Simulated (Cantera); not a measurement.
A Cantera script and what it prints.

```python
import numpy as np
import cantera as ct

gas_names = [...]  # 45 gases of nasa_gas.yaml made of Ba, F, H, N, O
cond_names = """
    Ba(cr) Ba(L) BaF2(a) BaF2(b,c) BaF2(L) BaO(s) BaO(L) BaO2H2(s) BaO2H2(L) H2O(s) H2O(L)
""".split()


# ... load() reads the species with a 1 bar reference pressure and builds the phases ...
atoms = {
    'BaF2': {'Ba': 1, 'F': 2},
    'H2': {'H': 2},
    'N2': {'N': 2},
    'O2': {'O': 2},
}
top_T = {}  # K; cautious upper limits of use, not melting points


# ... equilibrate(T, P, feed) seeds the gas with the atoms and calls Mixture.equilibrate('TP', solver="vcs", rtol=1e-11, max_steps=5000) ...
results = []
feed = {'BaF2': 1, 'H2': 19, 'N2': 4.5, 'O2': 3.3}  # mol
P = 31000  # Pa
for T in [1498, 1548, 1598, 1648, 1698, 1748, 1798, 1848, 1898, 1948, 1998]:
    mix = equilibrate(T, P, feed)
    results.append((T, P, feed, dict(zip(mix.species_names, mix.species_moles))))
    x = sorted(zip(gas.X, gas.species_names), reverse=True)
    print(f"T = {T:g} K  P = {P:g} Pa  gas = {mix.phase_moles(0):.4g} mol")
    print("   x: " + "  ".join(f"{s} {v:.3e}" for v, s in x if v > 1e-05))
    print("   condensed (mol): " + ("  ".join(f"{mix.phase(i).name} {mix.phase_moles(i):.4g}"
          for i in range(1, mix.n_phases) if mix.phase_moles(i) > 1e-12) or "none"))
```

Output:

```
T = 1498 K  P = 31000 Pa  gas = 23.52 mol
   x: H2 5.273e-01  H2O 2.797e-01  N2 1.913e-01  HF 1.246e-03  BaO2H2 2.871e-04  BaF2 9.643e-05  H 2.241e-05
   condensed (mol): BaF2(b,c) 0.9831  BaO(s) 0.00784
T = 1548 K  P = 31000 Pa  gas = 23.53 mol
   x: H2 5.270e-01  H2O 2.791e-01  N2 1.913e-01  HF 1.904e-03  BaO2H2 4.302e-04  BaF2 2.405e-04  H 4.015e-05
   condensed (mol): BaF2(b,c) 0.9719  BaO(s) 0.01212
T = 1598 K  P = 31000 Pa  gas = 23.55 mol
   x: H2 5.265e-01  H2O 2.782e-01  N2 1.911e-01  HF 2.826e-03  BaO2H2 6.269e-04  BaF2 5.628e-04  H 6.937e-05  BaF 1.365e-05
   condensed (mol): BaF2(b,c) 0.9533  BaO(s) 0.01816
T = 1648 K  P = 31000 Pa  gas = 23.58 mol
   x: H2 5.258e-01  H2O 2.770e-01  N2 1.908e-01  HF 4.070e-03  BaF2 1.235e-03  BaO2H2 8.903e-04  H 1.160e-04  BaF 3.299e-05  BaOH 1.581e-05
   condensed (mol): BaF2(L) 0.9225  BaO(s) 0.02623
T = 1698 K  P = 31000 Pa  gas = 23.63 mol
   x: H2 5.246e-01  H2O 2.753e-01  N2 1.904e-01  HF 5.602e-03  BaF2 2.466e-03  BaO2H2 1.235e-03  H 1.881e-04  BaF 7.384e-05  BaOH 2.991e-05
   condensed (mol): BaF2(L) 0.8747  BaO(s) 0.03543
T = 1748 K  P = 31000 Pa  gas = 23.71 mol
   x: H2 5.228e-01  H2O 2.730e-01  N2 1.898e-01  HF 7.553e-03  BaF2 4.713e-03  BaO2H2 1.674e-03  H 2.967e-04  BaF 1.574e-04  BaOH 5.440e-05
   condensed (mol): BaF2(L) 0.7969  BaO(s) 0.04669
T = 1798 K  P = 31000 Pa  gas = 23.84 mol
   x: H2 5.197e-01  H2O 2.698e-01  N2 1.888e-01  HF 9.986e-03  BaF2 8.654e-03  BaO2H2 2.220e-03  H 4.559e-04  BaF 3.207e-04  BaOH 9.540e-05  OH 1.555e-05
   condensed (mol): BaF2(L) 0.6708  BaO(s) 0.06
T = 1848 K  P = 31000 Pa  gas = 24.05 mol
   x: H2 5.149e-01  H2O 2.654e-01  N2 1.871e-01  BaF2 1.532e-02  HF 1.296e-02  BaO2H2 2.880e-03  H 6.833e-04  BaF 6.274e-04  BaOH 1.617e-04  OH 2.590e-05
   condensed (mol): BaF2(L) 0.4683  BaO(s) 0.07509
T = 1898 K  P = 31000 Pa  gas = 24.39 mol
   x: H2 5.073e-01  H2O 2.593e-01  N2 1.845e-01  BaF2 2.622e-02  HF 1.651e-02  BaO2H2 3.655e-03  BaF 1.182e-03  H 9.999e-04  BaOH 2.652e-04  OH 4.181e-05
   condensed (mol): BaF2(L) 0.145  BaO(s) 0.09125
T = 1948 K  P = 31000 Pa  gas = 24.55 mol
   x: H2 5.034e-01  H2O 2.563e-01  N2 1.833e-01  BaF2 3.102e-02  HF 1.762e-02  BaO2H2 4.623e-03  BaF 1.812e-03  H 1.440e-03  BaOH 4.246e-04  OH 6.632e-05
   condensed (mol): BaO(s) 0.07003
T = 1998 K  P = 31000 Pa  gas = 24.57 mol
   x: H2 5.022e-01  H2O 2.553e-01  N2 1.832e-01  BaF2 3.080e-02  HF 1.732e-02  BaO2H2 5.815e-03  BaF 2.495e-03  H 2.042e-03  BaOH 6.647e-04  OH 1.033e-04
   condensed (mol): BaO(s) 0.02272
```

Equilibrium computed with Cantera from the NASA thermochemical tables; the gas is ideal and each condensed phase is pure. Mutual solubility and eutectic melting of coexisting phases are not modelled.
